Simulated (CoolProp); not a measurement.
Saturation properties of tetradecamethylhexasiloxane (MD4M).

The numbers come from the reference Helmholtz-energy equation of state, Thol 2019 in CoolProp.

```csv
T (K),p (MPa),enthalpy of vaporisation (kJ/kg),liquid cp (kJ/(kg K)),surface tension (mN/m)
381.9,0.0005065,146.4,1.900,12.7
394.2,0.0009736,142.5,1.925,11.9
406.4,0.001763,138.7,1.950,11.2
418.7,0.003056,134.8,1.975,10.4
430.9,0.005047,131.0,1.999,9.70
443.2,0.008047,127.1,2.024,9.00
455.4,0.01234,123.3,2.047,8.31
467.7,0.01841,119.4,2.071,7.63
480,0.02668,115.4,2.095,6.96
492.2,0.03760,111.4,2.119,6.31
```

It boils at 532.8 K under 1 atm.

Surface tension comes from a separate correlation (Mulero 2014), older than this fluid's equation and unchecked against measurements.
